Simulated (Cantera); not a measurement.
A closed system holds: 1 mol CH₃SiH₃, 0.042 mol CH₄, 870 mol H₂, 0.056 mol C₃H₈, held at 2498 K and 380 Pa.

Method: chemical equilibrium by Gibbs-energy minimisation in Cantera with the NASA 1993 tables (ideal gas, pure condensed phases). Candidate condensed phases: C, C₆H₆, C₇H₈, C₈H₁₈, Si, SiC; 87 gas species. The feed counts by its element totals alone. Kinetics and transport are ignored.

Base state: H₂ 0.668, H 0.330, Si 0.000924, C₂H₂ (acetylene) 0.000529, C₂H 1.87e-5, SiC₂ 1.76e-5, SiH 1.23e-5, C 1.16e-5 (mole fractions); condensed: gas only.

Task: What changes in the equilibrium state with this change: temperature from 2498 K to 1825 K?

Result: 
```
species             before     after
----------------  --------  --------
H₂                   0.668     0.993
H                    0.330   0.00712
C₂H₂ (acetylene)  0.000529  0.000140
Si                0.000924   3.98e-5
C                  1.16e-5     <1e-9
C₂H                1.87e-5   9.79e-9
SiC₂               1.76e-5   4.41e-7
SiH                1.23e-5   2.60e-6
SiC(s), mol              0     0.961
```
